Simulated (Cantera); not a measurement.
A Cantera script and what it prints.

```python
import numpy as np
import cantera as ct

gas_names = """
    AL ALH ALN ALO ALOH ALO2 ALO2H AL2 AL2O AL2O2 H HALO HNO HNO2 HNO3 HO2 H2 H2O H2O2 N NH NH2 NH3
    NH2OH NO NO2 NO3 N2 N2H2 N2H4 N2O O OH O2 O3
""".split()
cond_names = """
    AL(cr) AL(L) ALN(s) AL2O3(a) AL2O3(L) H2O(s) H2O(L)
""".split()


# ... load() reads the species with a 1 bar reference pressure and builds the phases ...
atoms = {
    'Al': {'AL': 1},
    'N2O': {'N': 2, 'O': 1},
    'H2': {'H': 2},
}
top_T = {'ALN(s)': 2750}  # K; cautious upper limits of use, not melting points


# ... equilibrate(T, P, feed) seeds the gas with the atoms and calls Mixture.equilibrate('TP', solver="vcs", rtol=1e-11, max_steps=5000) ...
results = []
T = 1473.15  # K
P = 133.322  # Pa
for m in [2, 2.4, 2.9, 3.6, 4.4, 5.3, 6.5, 7.9, 9.6, 12, 14]:
    feed = {'Al': 1, 'N2O': m, 'H2': 7.3}  # mol
    mix = equilibrate(T, P, feed)
    results.append((T, P, feed, dict(zip(mix.species_names, mix.species_moles))))
    x = sorted(zip(gas.X, gas.species_names), reverse=True)
    print(f"T = {T:g} K  P = {P:g} Pa  n(N2O) = {m:g} mol  gas = {mix.phase_moles(0):.4g} mol")
    print("   x: " + "  ".join(f"{s} {v:.3e}" for v, s in x if v > 0.0001))
    print("   condensed (mol): " + ("  ".join(f"{mix.phase(i).name} {mix.phase_moles(i):.4g}"
          for i in range(1, mix.n_phases) if mix.phase_moles(i) > 1e-12) or "none"))
```

It prints:

```
T = 1473.15 K  P = 133.322 Pa  n(N2O) = 2 mol  gas = 9.301 mol
   x: H2 7.309e-01  N2 2.150e-01  H2O 5.375e-02  H 2.968e-04
   condensed (mol): AL2O3(a) 0.5
T = 1473.15 K  P = 133.322 Pa  n(N2O) = 2.4 mol  gas = 9.701 mol
   x: H2 6.596e-01  N2 2.474e-01  H2O 9.277e-02  H 2.819e-04
   condensed (mol): AL2O3(a) 0.5
T = 1473.15 K  P = 133.322 Pa  n(N2O) = 2.9 mol  gas = 10.2 mol
   x: H2 5.782e-01  N2 2.843e-01  H2O 1.372e-01  H 2.640e-04
   condensed (mol): AL2O3(a) 0.5
T = 1473.15 K  P = 133.322 Pa  n(N2O) = 3.6 mol  gas = 10.9 mol
   x: H2 4.769e-01  N2 3.302e-01  H2O 1.926e-01  H 2.397e-04
   condensed (mol): AL2O3(a) 0.5
T = 1473.15 K  P = 133.322 Pa  n(N2O) = 4.4 mol  gas = 11.7 mol
   x: N2 3.760e-01  H2 3.759e-01  H2O 2.478e-01  H 2.128e-04
   condensed (mol): AL2O3(a) 0.5
T = 1473.15 K  P = 133.322 Pa  n(N2O) = 5.3 mol  gas = 12.6 mol
   x: N2 4.206e-01  H2O 3.016e-01  H2 2.777e-01  H 1.829e-04
   condensed (mol): AL2O3(a) 0.5
T = 1473.15 K  P = 133.322 Pa  n(N2O) = 6.5 mol  gas = 13.8 mol
   x: N2 4.710e-01  H2O 3.623e-01  H2 1.666e-01  H 1.417e-04
   condensed (mol): AL2O3(a) 0.5
T = 1473.15 K  P = 133.322 Pa  n(N2O) = 7.9 mol  gas = 15.2 mol
   x: N2 5.197e-01  H2O 4.210e-01  H2 5.917e-02
   condensed (mol): AL2O3(a) 0.5
T = 1473.15 K  P = 133.322 Pa  n(N2O) = 9.6 mol  gas = 17.3 mol
   x: N2 5.547e-01  H2O 4.216e-01  O2 2.292e-02  OH 3.808e-04  NO 2.967e-04  H2 1.001e-04
   condensed (mol): AL2O3(a) 0.5
T = 1473.15 K  P = 133.322 Pa  n(N2O) = 12 mol  gas = 20.9 mol
   x: N2 5.738e-01  H2O 3.489e-01  O2 7.616e-02  NO 5.501e-04  OH 4.678e-04
   condensed (mol): AL2O3(a) 0.5
T = 1473.15 K  P = 133.322 Pa  n(N2O) = 14 mol  gas = 23.9 mol
   x: N2 5.854e-01  H2O 3.051e-01  O2 1.083e-01  NO 6.626e-04  OH 4.777e-04
   condensed (mol): AL2O3(a) 0.5
```

Method: chemical equilibrium by Gibbs-energy minimisation in Cantera with the NASA 1993 tables (ideal gas, pure condensed phases).
